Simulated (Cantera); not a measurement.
A perfectly stirred reactor is fed with 2.68 % CH₄, 1.28 % H₂, 13.3 % O₂, 82.7 % N₂, at 200000 Pa; it is adiabatic with a 700 K inlet, and is followed from long to short residence time, starting on the burning branch (τ in s: 0.22, 0.1, 0.049, 0.023, 0.011, 0.0052, 0.0025, 0.0012, 0.00055, 0.00026, 0.00012, 5.9e-05).

Cantera simulation using GRI-Mech 3.0 (53 species, 325 reactions); the numbers are that mechanism's predictions, not measurements.

One state of this run: T (K) = 1406; x CH₄ = 0.000115; x H₂ = 0.000161; x O₂ = 0.0746; x C₂H₂ = 1.33e-8; x NO = 5.49e-7; x CH₂O = 9.35e-6. x: mole fraction; the columns are a selection and need not sum to one.

### Question
Which value of τ (s) does it belong to?
A) 0.023
B) 0.049
C) 0.011
D) 0.00012

### Answer
C, 0.011
